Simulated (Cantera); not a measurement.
# Catalytic stagnation flow on Pt

A jet of 2.56 % H2, 19.7 % O2, 77.8 % N2, equivalence ratio 0.065 at 300 K and 0.365 atm hits a platinum plate 3.4 cm away at a mass flux of 0.094 kg/m²/s; the plate temperature is set and raised in steps from an oxygen-covered start.

Computed with Cantera and Deutschmann's 1995 Pt surface mechanism with GRI-Mech 3.0 gas chemistry. Catalytic surfaces can have several steady states; this one follows from the mechanism file's or the stated starting coverage.

| plate T (K) | wall x H2 | wall x O2 | wall x H2O | wall x OH | θ free Pt | θ O* | θ OH* |
|---|---|---|---|---|---|---|---|
| 500 | 0.00232 | 0.172 | 0.0462 | <1e-8 | 0.0198 | 0.957 | 0.0232 |
| 550 | 0.00231 | 0.172 | 0.0458 | <1e-8 | 0.0210 | 0.966 | 0.0133 |
| 600 | 0.00231 | 0.172 | 0.0454 | <1e-8 | 0.0220 | 0.970 | 0.00830 |
| 650 | 0.00229 | 0.172 | 0.0452 | <1e-8 | 0.0233 | 0.971 | 0.00555 |
| 700 | 0.00218 | 0.172 | 0.0451 | <1e-8 | 0.0255 | 0.970 | 0.00402 |
| 750 | 0.00181 | 0.172 | 0.0456 | <1e-8 | 0.0326 | 0.964 | 0.00329 |
| 800 | 0.00125 | 0.171 | 0.0465 | <1e-8 | 0.0498 | 0.947 | 0.00306 |
x: mole fraction at the wall; θ: surface coverage.
